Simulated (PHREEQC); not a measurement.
**Leach liquor**

A solution holds 0.0075 mol/kgw H2SO4 and 0.027 mol/kgw Li2SO4, at 20 °C. Closed to the air; pH follows from the charge balance.

All values are PHREEQC results (ion-association model, phreeqc.dat), not measurements.

```
Quantity                       Value
--------------------  --------------
pH                              2.19
ionic strength        0.0846 mol/kgw
specific conductance      6380 µS/cm
density                  1.001 g/cm³
total alkalinity        -15.0 meq/kg
```

| species | molality | activity | log γ |
|---|---|---|---|
| Li+ | 0.0517 | 0.0417 | -0.094 |
| SO4-2 | 0.0251 | 0.00993 | -0.402 |
| H+ | 0.00784 | 0.00653 | -0.079 |
| HSO4- | 0.00716 | 0.00567 | -0.101 |
| LiSO4- | 0.00228 | 0.00181 | -0.100 |

This is a speciation only: nothing precipitates in the calculation.
